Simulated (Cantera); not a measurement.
A freely propagating, adiabatic, planar premixed flame of C3H8 : O2 : N2 = 1 : 3.57 : 13.4 (molar parts), equivalence ratio 1.4, unburnt at 323 K and 61000 Pa; mixture-averaged transport, grid criteria slope 0.08 and curve 0.16, no radiation.

Cantera simulation using GRI-Mech 3.0 (53 species, 325 reactions); the numbers are that mechanism's predictions, not measurements. GRI-Mech 3.0 was tuned for natural gas; its chemistry of propane as a main component is partial and can be far from experiment. Burning velocities carry a grid error of a few per cent, more on coarse grids.

Task: How do the results move with these cheaper or finer settings: unity-Lewis-number transport; multicomponent transport; multicomponent+Soret transport; grid criteria slope 0.5, curve 1; grid criteria slope 0.25, curve 0.5; grid criteria slope 0.03, curve 0.06?

Result: 
| setting | laminar burning velocity | thermal thickness | peak x(C2H) | peak x(OH) | grid points |
|---|---|---|---|---|---|
| as above | 41.3 cm/s | 0.618 mm | 4.62e-6 | 0.00258 | 151 |
| unity-Lewis-number transport | 25.9 cm/s | 0.851 mm | 3.82e-6 | 0.00324 | 145 |
| multicomponent transport | 41.1 cm/s | 0.627 mm | 4.59e-6 | 0.00257 | 151 |
| multicomponent+Soret transport | 40.7 cm/s | 0.622 mm | 4.58e-6 | 0.00259 | 151 |
| grid criteria slope 0.5, curve 1 | 43.7 cm/s | 0.702 mm | 4.38e-6 | 0.00242 | 35 |
| grid criteria slope 0.25, curve 0.5 | 43.0 cm/s | 0.630 mm | 4.64e-6 | 0.00269 | 62 |
| grid criteria slope 0.03, curve 0.06 | 41.3 cm/s | 0.610 mm | 4.65e-6 | 0.00264 | 374 |
The base run took around 7 core-seconds (rough).
Unity Lewis numbers drop preferential diffusion, which matters most where H2 and H carry the flame; Soret adds thermal diffusion.
